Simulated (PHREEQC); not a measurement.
A solution holds 55 mmol/kgw H2SO4 and 0.057 mmol/kgw H4SiO4, at 25 °C. Closed to the air; pH follows from the charge balance.

Computed with PHREEQC (ion-association model, phreeqc.dat).

Each row changes one thing in this solution. No solid was allowed to form.

```tsv
case	pH	ionic strength (mol/kgw)	SI of Quartz (SiO2)
as made	1.24	0.0839	-0.25
H2SO4 replaced by Li2SO4 at the same molality	7.05	0.151	-0.25
H4SiO4 replaced by H2SiF6 at the same molality	1.24	0.0839	-0.25
diluted 10-fold with water	2.09	0.0125	-1.26
temperature from 25 to 65 °C	1.29	0.0692	-0.77
H2SO4 left out	6.87	1.36e-7	-0.26
```

Away from 25 °C the constants follow the database's enthalpies or fits; those with neither stay at their 25 °C values.
